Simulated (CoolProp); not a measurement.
Vapour-liquid equilibrium of CH2F2 (R32) (1) + toluene (2) at 43.35 °C; x and y are mole fractions of (1).

The numbers come from the multi-fluid Helmholtz-energy mixture model, Tillner-Roth 1997 and Lemmon 2006; pair parameters Bell 2016 in CoolProp.

```tsv
x	bubble pressure, mixture model (MPa)	bubble pressure, Raoult's law (MPa)	y, mixture model	y, Raoult's law
0.05	0.3681	0.1431	…	0.939
0.15	…	0.4109	0.988	0.981
0.25	1.378	0.6787	0.990	0.990
0.35	…	0.9465	…	0.994
0.45	1.790	1.214	0.992	0.996
0.55	…	1.482	0.992	0.997
0.65	…	1.750	0.993	0.998
0.75	2.073	2.018	0.993	0.999
0.85	…	2.285	0.994	0.999
0.95	…	2.553	0.997	1.000
```

**Question.** What belongs in the gaps?

**Answer.** 
- 0.05, y, mixture model: 0.973
- 0.15, bubble pressure, mixture model (MPa): 0.9613
- 0.35, bubble pressure, mixture model (MPa): 1.639
- 0.35, y, mixture model: 0.991
- 0.55, bubble pressure, mixture model (MPa): 1.884
- 0.65, bubble pressure, mixture model (MPa): 1.966
- 0.85, bubble pressure, mixture model (MPa): 2.239
- 0.95, bubble pressure, mixture model (MPa): 2.501

The largest gap from Raoult's law is +157.2 % in bubble pressure, at x = 0.05. No azeotrope shows between x = 0.05 and 0.95.

The pair parameters rest on a limited set of measurements; away from them the model extrapolates. The gap from Raoult's law changes sign with composition, which may be real or a fault of the pair parameters; it wasn't checked against measurements. With so large a gap from Raoult's law the liquid may split in two, which this calculation doesn't test in full.
